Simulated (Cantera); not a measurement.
**Hydrocarbon pyrolysis for carbon deposition**

An isothermal, constant-pressure homogeneous reactor starts with C2H6 : H2 = 1 : 1.6 (molar parts), at 1750 K and 0.133 bar.

Cantera simulation using GRI-Mech 3.0 (53 species, 325 reactions); the numbers are that mechanism's predictions, not measurements. GRI-Mech 3.0 stops at C3 and has no aromatics, soot or wall deposition, so with more carbon than oxygen in the feed, carbon stays in small species such as C2H2 where larger ones or solid carbon would form.

```csv
t (s),x C2H6,x H2,x CH2,x CH3,x CH4
7.00e-6,0.318,0.603,2.69e-5,0.0297,0.0215
2.06e-5,0.165,0.580,5.03e-5,0.0489,0.110
6.08e-5,0.0234,0.566,2.68e-5,0.0261,0.226
0.000179,0.00186,0.593,5.98e-6,0.00768,0.231
0.000528,0.000338,0.613,1.54e-6,0.00309,0.219
0.00156,0.000154,0.630,8.33e-7,0.00209,0.205
0.00458,0.000135,0.649,8.50e-7,0.00200,0.184
0.0135,8.43e-5,0.680,7.33e-7,0.00161,0.141
0.0398,3.12e-5,0.723,5.26e-7,0.00100,0.0814
0.117,6.18e-6,0.757,2.92e-7,0.000458,0.0338
0.346,8.60e-7,0.773,1.24e-7,0.000170,0.0118
1.02,1.91e-7,0.778,5.47e-8,7.06e-5,0.00482
3.00,1.32e-7,0.779,4.17e-8,5.32e-5,0.00362
```
x: mole fraction; the columns are a selection and need not sum to one.

Equilibrium at this temperature and pressure: C2H6 1.31e-7, H2 0.779, CH2 4.15e-8, CH3 5.29e-5, CH4 0.00360 (gas phase only).
